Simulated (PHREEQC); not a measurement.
**Metal-bearing waste water**

Dissolve 0.47 mol/kgw CdCl2, 0.0003 mol/kgw ZnCl2, 0.0051 mol/kgw HCl and 0.21 mol/kgw Na2SO4 at 25 °C. Closed to the air; pH follows from the charge balance.

Equilibrium calculation in PHREEQC: ion-association model, phreeqc.dat.

This is a speciation only: nothing precipitates in the calculation.

Question: Predict the pH.

Answer: pH 2.83.

Question: In which forms is S present?

Answer: SO4-2 47 %, Cd(SO4)2-2 20 %, NaSO4- 16 %, CdSO4 15 %, HSO4- 1.5 % of the S.

The ionic strength is past about 0.7 mol/kgw, beyond the range of this activity model, so the values are rough.
